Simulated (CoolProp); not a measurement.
CH2F2 (R32) at 298.15 K and 0.418 MPa flows at 0.64 m/s in a round tube of 12.7 mm bore and 0.25 µm roughness, fully developed (64/Re and Nu = 3.66 if laminar; Colebrook and Gnielinski if turbulent). Each further row changes one setting.

Values from CoolProp's reference Helmholtz-energy equation of state, Tillner-Roth 1997.

```
case               Reynolds number  Darcy friction factor  pressure drop (Pa/m)  heat-transfer coefficient (W/(m² K))  mass flow (kg/h)
-----------------  ---------------  ---------------------  --------------------  ------------------------------------  ----------------
as stated                     5630                 0.0362                  5.40                                  21.9              2.70
velocity 1.28 m/s            11300                 0.0300                  17.9                                  39.9              5.40
diameter 25.4 mm             11300                 0.0300                  2.24                                  19.9              10.8
```

Viscosity comes from a separate model (Bell 2016), an estimate that may be off by 10 % or more. Thermal conductivity comes from a separate model (Huber 2003), an estimate that may be off by 10 % or more.
